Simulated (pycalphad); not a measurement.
Computed with pycalphad from the COST 507 light-alloy database (1999), at 1 atm. These are 1990s assessments: newer ones move some temperatures and phases.

Problem. How does the equilibrium phase assembly of Si-4.05Sn (at.%) change on cooling from 1850 K to 500 K?

Solution. 
```json
[
 {"T (K)": "1670.7", "phases above": "liquid", "phases below": "diamond (Si) + liquid"},
 {"T (K)": "505.0", "phases above": "diamond (Si) + liquid", "phases below": "bct (Sn) + diamond (Si)"}
]
```
Changes were sought between steps of 25 K, so a narrower field can be missed.
